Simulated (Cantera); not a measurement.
A closed system holds: 1 mol SiCl4, 0.078 mol Cl2, 37 mol N2, at 1277 °C and 13000 Pa.

Equilibrium computed with Cantera from the NASA thermochemical tables; the gas is ideal and each condensed phase is pure. Candidate condensed phases: Si, Si3N4; 13 gas species. The tables' values for SiCl3 are old estimates; treat these amounts as uncertain. Kinetics and transport are ignored.

Base state: N2 0.970, SiCl4 0.0259, Cl 0.00379, Cl2 0.000285, SiCl3 0.000260 (mole fractions); condensed: gas only.

Q: What changes in the equilibrium state with this change: temperature from 1277 °C to 1450 °C?

A: 
```tsv
species	before	after
N2	0.970	0.966
SiCl4	0.0259	0.0231
Cl	0.00379	0.00735
SiCl2	7.27e-6	0.000521
SiCl3	0.000260	0.00253
Cl2	0.000285	0.000150
```
